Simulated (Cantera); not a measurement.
A closed system holds: 1 mol Pb, 0.32 mol O2, 23 mol N2, equilibrated at 0.143 Torr.

Cantera equilibrium calculation (NASA polynomials, part measured and part estimated; ideal gas, pure solids and liquids). Candidate condensed phases: Pb, PbO, PbO2, Pb3O4; 12 gas species. Kinetics and transport are ignored.

**Question.** Which condensed phases are stable at each of these points (T (K)): 973, 1023, 1073, 1123, 1173, 1223, 1273, 1323, 1373, 1423?

**Answer.** 
```tsv
T (K)	condensed phases	Pb condensed (%)
973	PbO(yellow)	62.5
1023	PbO(yellow)	56.1
1073	PbO(yellow)	27.5
1123	gas only	0.0
1173	gas only	0.0
1223	gas only	0.0
1273	gas only	0.0
1323	gas only	0.0
1373	gas only	0.0
1423	gas only	0.0
```

From 973 K to 1073 K the condensed part is PbO(yellow). From 1123 K to 1423 K nothing is condensed.
